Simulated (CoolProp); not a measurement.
Water at several states: density (kg/m³) from the reference equation and from simpler models built on Tc = 373.9 °C, pc = 22060 kPa, ω = 0.344; each cubic takes its own stable root.

The numbers come from the reference Helmholtz-energy equation of state, Wagner 2002 in CoolProp.

```tsv
T (°C)	p (kPa)	phase	reference	van der Waals	Redlich-Kwong	Soave-Redlich-Kwong	Peng-Robinson
381.55	10300	gas	41.39	40.31	41.20	41.12	41.96
464.05	1390	gas	4.138	4.142	4.147	4.141	4.149
283.35	100000	liquid	841.7	434.8	584.8	600.1	673.6
75.05	68.1	liquid	974.8	0.4254	0.4262	726.8	818.1
374.25	12000	gas	51.89	49.70	51.18	51.18	52.46
```

At some of these states van der Waals, Redlich-Kwong gives the other phase, because its saturation line lies elsewhere.
